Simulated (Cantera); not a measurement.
Cantera run:

```python
import numpy as np
import cantera as ct

gas_names = """
    H HO2 H2 H2O H2O2 O OH O2 O3 Si SiH SiH2 SiH3 SiH4 SiO SiO2 Si2 Si3
""".split()
cond_names = """
    H2O(s) H2O(L) Si(cr) Si(L) SiO2(Lqz) SiO2(hqz) SiO2(L)
""".split()


# ... load() reads the species with a 1 bar reference pressure and builds the phases ...
atoms = {
    'SiO2': {'Si': 1, 'O': 2},
    'H2': {'H': 2},
}
top_T = {}  # K; cautious upper limits of use, not melting points


# ... equilibrate(T, P, feed) seeds the gas with the atoms and calls Mixture.equilibrate('TP', solver="vcs", rtol=1e-11, max_steps=5000) ...
results = []
feed = {'SiO2': 1, 'H2': 1300}  # mol
P = 100000  # Pa
for T in [1348, 1398, 1448, 1498, 1548, 1598, 1648, 1698, 1748, 1798]:
    mix = equilibrate(T, P, feed)
    results.append((T, P, feed, dict(zip(mix.species_names, mix.species_moles))))
    x = sorted(zip(gas.X, gas.species_names), reverse=True)
    print(f"T = {T:g} K  P = {P:g} Pa  gas = {mix.phase_moles(0):.4g} mol")
    print("   x: " + "  ".join(f"{s} {v:.3e}" for v, s in x if v > 1e-06))
    print("   condensed (mol): " + ("  ".join(f"{mix.phase(i).name} {mix.phase_moles(i):.4g}"
          for i in range(1, mix.n_phases) if mix.phase_moles(i) > 1e-12) or "none"))
```

It prints:

```
T = 1348 K  P = 100000 Pa  gas = 1300 mol
   x: H2 1.000e+00  H2O 3.582e-06  SiO 3.537e-06  H 2.314e-06
   condensed (mol): SiO2(hqz) 0.9954
T = 1398 K  P = 100000 Pa  gas = 1300 mol
   x: H2 1.000e+00  H2O 8.495e-06  SiO 8.458e-06  H 4.732e-06
   condensed (mol): SiO2(hqz) 0.989
T = 1448 K  P = 100000 Pa  gas = 1300 mol
   x: H2 1.000e+00  H2O 1.900e-05  SiO 1.897e-05  H 9.217e-06
   condensed (mol): SiO2(hqz) 0.9753
T = 1498 K  P = 100000 Pa  gas = 1300 mol
   x: H2 9.999e-01  H2O 4.023e-05  SiO 4.020e-05  H 1.718e-05
   condensed (mol): SiO2(hqz) 0.9477
T = 1548 K  P = 100000 Pa  gas = 1300 mol
   x: H2 9.998e-01  H2O 8.108e-05  SiO 8.104e-05  H 3.079e-05
   condensed (mol): SiO2(hqz) 0.8946
T = 1598 K  P = 100000 Pa  gas = 1300 mol
   x: H2 9.996e-01  H2O 1.562e-04  SiO 1.561e-04  H 5.322e-05
   condensed (mol): SiO2(hqz) 0.797
T = 1648 K  P = 100000 Pa  gas = 1300 mol
   x: H2 9.993e-01  H2O 2.887e-04  SiO 2.886e-04  H 8.902e-05
   condensed (mol): SiO2(hqz) 0.6246
T = 1698 K  P = 100000 Pa  gas = 1301 mol
   x: H2 9.988e-01  H2O 5.138e-04  SiO 5.138e-04  H 1.445e-04
   condensed (mol): SiO2(L) 0.3317
T = 1748 K  P = 100000 Pa  gas = 1301 mol
   x: H2 9.982e-01  H2O 7.686e-04  SiO 7.685e-04  H 2.283e-04
   condensed (mol): none
T = 1798 K  P = 100000 Pa  gas = 1301 mol
   x: H2 9.981e-01  H2O 7.685e-04  SiO 7.685e-04  H 3.518e-04
   condensed (mol): none
```

Equilibrium computed with Cantera from the NASA thermochemical tables; the gas is ideal and each condensed phase is pure. The tables hold silica as quartz up to 1696 K and as liquid above; real silica turns to tridymite and cristobalite and melts near 1996 K.
